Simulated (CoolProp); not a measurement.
Vapour-liquid equilibrium of toluene (1) + n-nonane (2) at 84.15 °C; x and y are mole fractions of (1).

Values from CoolProp's multi-fluid Helmholtz-energy mixture model, Lemmon 2006 and Lemmon 2006; pair parameters Bell 2016.

| x | bubble pressure (MPa) | y at the bubble point | dew pressure at overall composition x (MPa) | liquid density (mol/L) |
|---|---|---|---|---|
| 0.05 | … | 0.212 | … | 5.308 |
| 0.2 | 0.02061 | 0.546 | 0.01374 | … |
| 0.35 | 0.02637 | 0.703 | 0.01608 | 6.078 |
| 0.5 | 0.03126 | 0.797 | 0.01934 | 6.545 |
| 0.65 | 0.03554 | 0.865 | 0.02414 | 7.086 |
| 0.8 | … | 0.923 | 0.03144 | 7.718 |
| 0.95 | 0.04343 | … | 0.04141 | 8.465 |

### Question
Complete the blanks.

### Answer

- 0.05, bubble pressure (MPa): 0.01390
- 0.05, dew pressure at overall composition x (MPa): 0.01199
- 0.2, liquid density (mol/L): 5.669
- 0.8, bubble pressure (MPa): 0.03951
- 0.95, y at the bubble point: 0.980

No azeotrope shows between x = 0.05 and 0.95.

Pair parameters are fitted to limited data, so mixtures are less certain than the pure fluids.
